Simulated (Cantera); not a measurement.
A Cantera script and what it prints.

```python
import numpy as np
import cantera as ct

gas_names = """
    C CO COS CO2 CS CS2 C2 C2O C3 C3O2 C4 C5 Fe FeC5O5 FeO O O2 O3 S SO SO2 SO3 S2 S2O S8
""".split()
cond_names = """
    C(gr) Fe(a) Fe(c) Fe(d) Fe(L) FeC5O5(L) FeO(s) FeO(L) FeS(a) FeS(b) FeS(c) FeS(L) FeSO4(s) FeS2(s)
    Fe2O3(s) Fe2S3O12(s) Fe3O4(s) S(cr1) S(cr2) S(L)
""".split()


# ... load() reads the species with a 1 bar reference pressure and builds the phases ...
atoms = {
    'Fe': {'Fe': 1},
    'SO2': {'S': 1, 'O': 2},
    'CO': {'C': 1, 'O': 1},
    'O2': {'O': 2},
}
top_T = {'C(gr)': 4500, 'FeSO4(s)': 950, 'FeS2(s)': 1010, 'Fe2O3(s)': 1830, 'Fe2S3O12(s)': 1100, 'Fe3O4(s)': 1870}  # K; cautious upper limits of use, not melting points


# ... equilibrate(T, P, feed) seeds the gas with the atoms and calls Mixture.equilibrate('TP', solver="vcs", rtol=1e-11, max_steps=5000) ...
results = []
T = 1675  # K
P = 133.322  # Pa
for m in [0.18, 0.56, 0.94, 1.3, 1.7, 2.1, 2.5, 2.8, 3.2, 3.6]:
    feed = {'Fe': 1, 'SO2': m, 'CO': 2.4, 'O2': 0.096}  # mol
    mix = equilibrate(T, P, feed)
    results.append((T, P, feed, dict(zip(mix.species_names, mix.species_moles))))
    x = sorted(zip(gas.X, gas.species_names), reverse=True)
    print(f"T = {T:g} K  P = {P:g} Pa  n(SO2) = {m:g} mol  gas = {mix.phase_moles(0):.4g} mol")
    print("   x: " + "  ".join(f"{s} {v:.3e}" for v, s in x if v > 0.0001))
    print("   condensed (mol): " + ("  ".join(f"{mix.phase(i).name} {mix.phase_moles(i):.4g}"
          for i in range(1, mix.n_phases) if mix.phase_moles(i) > 1e-12) or "none"))
```

Result:

```
T = 1675 K  P = 133.322 Pa  n(SO2) = 0.18 mol  gas = 2.514 mol
   x: CO 8.355e-01  CO2 1.191e-01  S2 2.922e-02  SO2 7.217e-03  SO 4.361e-03  Fe 3.114e-03  S 1.176e-03  COS 3.035e-04
   condensed (mol): Fe(d) 0.7868  FeO(L) 0.2053
T = 1675 K  P = 133.322 Pa  n(SO2) = 0.56 mol  gas = 2.718 mol
   x: CO 7.723e-01  CO2 1.101e-01  S2 9.131e-02  SO2 1.276e-02  SO 7.709e-03  Fe 3.114e-03  S 2.078e-03  COS 4.960e-04  S2O 1.733e-04
   condensed (mol): Fe(d) 0.06949  FeO(L) 0.922
T = 1675 K  P = 133.322 Pa  n(SO2) = 0.94 mol  gas = 3.014 mol
   x: CO 6.016e-01  CO2 1.944e-01  S2 1.088e-01  SO2 7.159e-02  SO 1.908e-02  S 2.269e-03  Fe 1.373e-03  S2O 4.682e-04  COS 4.218e-04
   condensed (mol): FeO(L) 0.9958
T = 1675 K  P = 133.322 Pa  n(SO2) = 1.3 mol  gas = 3.339 mol
   x: CO 4.932e-01  CO2 2.252e-01  SO2 1.425e-01  S2 1.080e-01  SO 2.687e-02  S 2.261e-03  Fe 9.718e-04  S2O 6.569e-04  COS 3.445e-04
   condensed (mol): FeO(L) 0.9967
T = 1675 K  P = 133.322 Pa  n(SO2) = 1.7 mol  gas = 3.717 mol
   x: CO 4.114e-01  CO2 2.339e-01  SO2 2.154e-01  S2 1.026e-01  SO 3.261e-02  S 2.203e-03  Fe 7.803e-04  S2O 7.772e-04  COS 2.801e-04
   condensed (mol): FeO(L) 0.9971
T = 1675 K  P = 133.322 Pa  n(SO2) = 2.1 mol  gas = 4.104 mol
   x: CO 3.526e-01  SO2 2.789e-01  CO2 2.320e-01  S2 9.610e-02  SO 3.651e-02  S 2.132e-03  S2O 8.419e-04  Fe 6.745e-04  COS 2.323e-04
   condensed (mol): FeO(L) 0.9972
T = 1675 K  P = 133.322 Pa  n(SO2) = 2.5 mol  gas = 4.495 mol
   x: SO2 3.337e-01  CO 3.081e-01  CO2 2.256e-01  S2 8.960e-02  SO 3.924e-02  S 2.059e-03  S2O 8.737e-04  Fe 6.059e-04  COS 1.960e-04
   condensed (mol): FeO(L) 0.9972
T = 1675 K  P = 133.322 Pa  n(SO2) = 2.8 mol  gas = 4.791 mol
   x: SO2 3.698e-01  CO 2.812e-01  CO2 2.196e-01  S2 8.499e-02  SO 4.077e-02  S 2.005e-03  S2O 8.840e-04  Fe 5.680e-04  COS 1.742e-04
   condensed (mol): FeO(L) 0.9972
T = 1675 K  P = 133.322 Pa  n(SO2) = 3.2 mol  gas = 5.186 mol
   x: SO2 4.123e-01  CO 2.515e-01  CO2 2.111e-01  S2 7.930e-02  SO 4.231e-02  S 1.937e-03  S2O 8.862e-04  Fe 5.288e-04  COS 1.505e-04
   condensed (mol): FeO(L) 0.9972
T = 1675 K  P = 133.322 Pa  n(SO2) = 3.6 mol  gas = 5.583 mol
   x: SO2 4.493e-01  CO 2.273e-01  CO2 2.025e-01  S2 7.415e-02  SO 4.343e-02  S 1.873e-03  S2O 8.797e-04  Fe 4.981e-04  COS 1.315e-04
   condensed (mol): FeO(L) 0.9972
```

Cantera equilibrium calculation (NASA polynomials, part measured and part estimated; ideal gas, pure solids and liquids). Mutual solubility and eutectic melting of coexisting phases are not modelled. The tables' stoichiometric FeO is somewhat more stable than real wüstite, so its field is too wide. FeO: taken at fixed stoichiometry.
